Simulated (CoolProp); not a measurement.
A single-stage vapour-compression cycle with the fluid: evaporating at 272.15 K (dew point), condensing at 307.15 K (bubble point), superheat 10 K, subcooling 0 K, compressor efficiency 0.75, no pressure losses. The same conditions are run with several fluids, on thermodynamics alone (safety and materials aside).

Values from CoolProp's reference Helmholtz-energy equation of state of each fluid (R143a: Lemmon and Jacobsen 2000; isobutane: Bücker 2006; R407C: Lemmon 2003; R365MFC: Lemmon 2016; R227EA: Lemmon 2016; R1336mzz(E): Akasaka 2023). Blends and air are pseudo-pure fits.

Question: Rank R143a, isobutane, R407C, R365MFC, R227EA, R1336mzz(E) by cooling COP, highest first.

Answer: R365MFC (5.11), isobutane (5.02), R1336mzz(E) (4.93), R227EA (4.69), R143a (4.56), R407C (4.01)

```csv
fluid,pressure ratio,discharge temperature (K),refrigerating effect (kJ/kg),volumetric capacity (kJ/m³)
R143a,2.64,328.1,144,3570
isobutane,2.99,321.4,288,1140
R407C,3.39,343.2,168,3020
R365MFC,4.60,317.2,169,189
R227EA,3.15,313.4,92.4,1350
R1336mzz(E),3.77,316.7,123,619
```
